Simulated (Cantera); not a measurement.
Input: 1 mol CH3SiH3, 0.72 mol C2H4, 16 mol H2, held at 2225 °C.

Equilibrium computed with Cantera from the NASA thermochemical tables; the gas is ideal and each condensed phase is pure. Candidate condensed phases: C, C6H6, C7H8, C8H18, Si, SiC; 87 gas species. The feed counts by its element totals alone. Gases not in the tables: Si2H6 and higher silanes. The numbers say what is thermodynamically allowed, not how fast it happens.

Q: At 24.0 Torr, list the 7 most abundant gas species with their mole fractions, and the condensed phases.

A: H2 0.824, H 0.126, Si 0.0283, C2H2 (acetylene) 0.00884, SiC2 0.00731, Si2C 0.00328, SiH 0.00122. Condensed: C(graphite).
